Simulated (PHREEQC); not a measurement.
Dissolve 0.001 mol H2SO4, 0.00015 mol Al(NO3)3 and 0.00026 mol CO2 per kg of water at 25 °C. Closed to the air; pH follows from the charge balance.

Equilibrium calculation in PHREEQC: ion-association model, phreeqc.dat.

Precipitation was switched off in this run.

Question: Predict the pH, ionic strength, specific conductance.

Answer: pH 2.75; ionic strength 0.00316 mol/kgw; specific conductance 797 µS/cm.

Question: In which forms is Al present?

Answer: AlSO4+ 55 %, Al+3 44 %, Al(SO4)2- 1.1 % of the Al.
